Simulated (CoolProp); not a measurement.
A single-stage vapour-compression cycle with cyclopropane: evaporating at 314.15 K (dew point), condensing at 355.15 K (bubble point), superheat 2 K, subcooling 8 K, compressor efficiency 0.7, no pressure losses. Each further row changes one setting.

Values from CoolProp's reference Helmholtz-energy equation of state, Polt 1992. This equation is an older, rougher fit; its heat capacities, sound speeds and derivatives of the liquid may be far off and weren't checked against measurements.

```
case                              cooling COP  pressure ratio  discharge temperature (K)  refrigerating effect (kJ/kg)  volumetric capacity (kJ/m³)
--------------------------------  -----------  --------------  -------------------------  ----------------------------  ---------------------------
as stated                                4.46            2.41                      374.1                           297                         6220
evaporating temperature 319.15 K         5.26            2.14                      371.6                           300                         7090
condensing temperature 350.15 K          5.25            2.19                      367.6                           310                         6500
subcooling 13 K                          4.67            2.41                      374.1                           311                         6500
superheat 12 K                           4.47            2.41                      383.6                           315                         6240
compressor efficiency 0.6                3.83            2.41                      378.9                           297                         6220
```
